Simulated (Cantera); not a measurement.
Input (Python, Cantera):

```python
import numpy as np
import cantera as ct

gas = ct.Solution("gri30.yaml")
gas.TPX = 1700, 101325, {'CH4': 1, 'C2H6': 0.039, 'C3H8': 0.095, 'O2': 1.87, 'N2': 7.02}
reactor = ct.IdealGasConstPressureReactor(gas, energy="on", clone=False)
net = ct.ReactorNet([reactor])
net.rtol, net.atol = 1e-08, 1e-16
show = ['CH4', 'C2H6', 'C3H8', 'HO2', 'HCO']
times = np.geomspace(3e-06, 0.3, 15)

steps = ct.SolutionArray(gas, extra=["t"])
rows = []
print(f"{'t/s':>10s}{'T/K':>9s}{'P/Pa':>11s}" + "".join(f"{s:>11s}" for s in show))
for t in times:
    while net.time < t:
        t_next = net.step()
        steps.append(gas.state, t=t_next)
    rows.append([np.interp(t, steps.t, y) for y in (steps.T, steps.P, *steps(*show).X.T)])
    print(f"{t:10.3e}{rows[-1][0]:9.1f}{rows[-1][1]:11.4g}" + "".join(f"{x:11.3e}" for x in rows[-1][2:]))
rate = np.gradient(steps.T, steps.t)
print("integrator steps:", len(steps.t))
if steps.T.max() > steps.T[0] + 200:
    print(f"time of steepest temperature rise: {steps.t[rate.argmax()]:.4e} s")
gas.TPX = 1700, 101325, {'CH4': 1, 'C2H6': 0.039, 'C3H8': 0.095, 'O2': 1.87, 'N2': 7.02}
gas.equilibrate("HP")
print(f"equilibrium (HP): T = {gas.T:.1f} K  " + "  ".join(f"{s} {gas[s].X[0]:.3e}" for s in show))
```

It prints:

```
       t/s      T/K       P/Pa        CH4       C2H6       C3H8        HO2        HCO
 3.000e-06   1691.9  1.013e+05  9.918e-02  3.718e-03  8.571e-03  1.060e-04  1.023e-07
 6.828e-06   1686.0  1.013e+05  9.774e-02  3.569e-03  7.336e-03  1.317e-04  1.075e-06
 1.554e-05   1692.7  1.013e+05  9.277e-02  3.700e-03  4.616e-03  1.872e-04  7.428e-06
 3.536e-05   1832.0  1.013e+05  6.774e-02  2.027e-03  3.589e-04  5.350e-04  6.465e-05
 8.048e-05   2704.4  1.013e+05  2.459e-14  1.180e-27  5.153e-41  2.199e-06  2.083e-07
 1.832e-04   2781.1  1.013e+05  4.941e-14  3.060e-27  2.848e-40  2.151e-06  1.879e-07
 4.168e-04   2826.8  1.013e+05  8.728e-14  7.028e-27  1.247e-39  2.051e-06  1.795e-07
 9.487e-04   2829.8  1.013e+05  9.985e-14  8.677e-27  1.767e-39  1.942e-06  1.783e-07
 2.159e-03   2826.2  1.013e+05  1.037e-13  9.268e-27  1.938e-39  1.860e-06  1.780e-07
 4.914e-03   2825.4  1.013e+05  1.046e-13  9.398e-27  1.976e-39  1.842e-06  1.779e-07
 1.118e-02   2825.4  1.013e+05  1.046e-13  9.400e-27  1.977e-39  1.842e-06  1.779e-07
 2.545e-02   2825.4  1.013e+05  1.046e-13  9.400e-27  1.977e-39  1.842e-06  1.779e-07
 5.792e-02   2825.4  1.013e+05  1.046e-13  9.400e-27  1.977e-39  1.842e-06  1.779e-07
 1.318e-01   2825.4  1.013e+05  1.046e-13  9.400e-27  1.977e-39  1.842e-06  1.779e-07
 3.000e-01   2825.4  1.013e+05  1.046e-13  9.400e-27  1.977e-39  1.842e-06  1.779e-07
integrator steps: 1630
time of steepest temperature rise: 5.0371e-05 s
equilibrium (HP): T = 2825.4 K  CH4 1.279e-13  C2H6 1.358e-26  C3H8 3.247e-39  HO2 1.842e-06  HCO 1.779e-07
```

Detailed kinetics in Cantera: GRI-Mech 3.0 (53 species, 325 reactions).
